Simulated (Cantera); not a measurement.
# Premixed flame

A freely propagating, adiabatic, planar premixed flame of 22.5 % H2, 16.3 % O2, 61.2 % N2, unburnt at 375 K and 2.90 bar; mixture-averaged transport, grid criteria slope 0.08 and curve 0.16, no radiation.

Model: the H2/O2 subset of GRI-Mech 3.0, which has no nitrogen chemistry, integrated in Cantera. The hydrogen kinetics of GRI-Mech 3.0 are dated; newer H2 mechanisms differ, most at raised pressure. Burning velocities carry a grid error of a few per cent, more on coarse grids. Lean hydrogen flames are cellular in practice and burn faster than this planar one.

```csv
z (mm),T (K),u (m/s),x H2,x O2,x HO2,x H2O,x H,x H2O2
-0.325,375,1.35,0.224,0.163,<1e-8,1.11e-6,<1e-8,<1e-8
-0.217,375,1.34,0.223,0.164,8.71e-8,9.20e-6,<1e-8,3.40e-8
-0.162,377,1.34,0.219,0.164,8.98e-7,7.94e-5,<1e-8,3.54e-7
-0.108,388,1.36,0.205,0.167,1.08e-5,0.000781,<1e-8,4.13e-6
-0.0542,547,1.83,0.155,0.169,0.000447,0.0184,1.33e-5,9.05e-5
-0.0271,893,2.91,0.109,0.153,0.000559,0.0657,0.00102,0.000108
0,1274,4.11,0.0616,0.120,0.000279,0.132,0.00495,2.84e-5
0.0271,1532,4.93,0.0294,0.0891,0.000154,0.183,0.00765,5.87e-6
0.0542,1680,5.40,0.0152,0.0735,9.80e-5,0.208,0.00702,3.29e-6
0.108,1826,5.85,0.00756,0.0648,5.37e-5,0.224,0.00394,1.78e-6
0.217,1931,6.16,0.00382,0.0623,2.53e-5,0.234,0.00135,9.82e-7
0.433,1987,6.32,0.00150,0.0618,1.00e-5,0.240,0.000312,5.41e-7
0.866,2010,6.39,0.000509,0.0620,4.18e-6,0.242,6.21e-5,3.02e-7
```
x: mole fraction of selected species; z is measured from the peak of heat release.

```yaml
laminar_burning_velocity: 135 cm/s
thermal_thickness: 0.108 mm
peak x(HO2): 0.000681
peak x(H): 0.00774
peak x(H2O2): 0.000121
grid_points: 109
```
